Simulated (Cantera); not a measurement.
Input: 1 mol B, 9 mol O₂, 57 mol N₂, at 2098.15 K and 0.623 Torr.

Method: chemical equilibrium by Gibbs-energy minimisation in Cantera with the NASA 1993 tables (ideal gas, pure condensed phases). Candidate condensed phases: B, BN, B₂O₃; 17 gas species. Equilibrium is a limit: real reactors are often held back by kinetics, nucleation or transport.

Base state: N₂ 0.854, O₂ 0.110, O 0.0158, BO₂ 0.00924, NO 0.00747, B₂O₃ 0.00270, BO 0.000403 (mole fractions); condensed: gas only.

Q: What changes in the equilibrium state with this change: temperature from 2098.15 K to 1773.15 K?

A: 
| species | before | after |
|---|---|---|
| N₂ | 0.854 | 0.864 |
| O₂ | 0.110 | 0.122 |
| B₂O₃ | 0.00270 | 0.00591 |
| O | 0.0158 | 0.00114 |
| BO | 0.000403 | 7.76e-6 |
| BO₂ | 0.00924 | 0.00337 |
| NO | 0.00747 | 0.00303 |
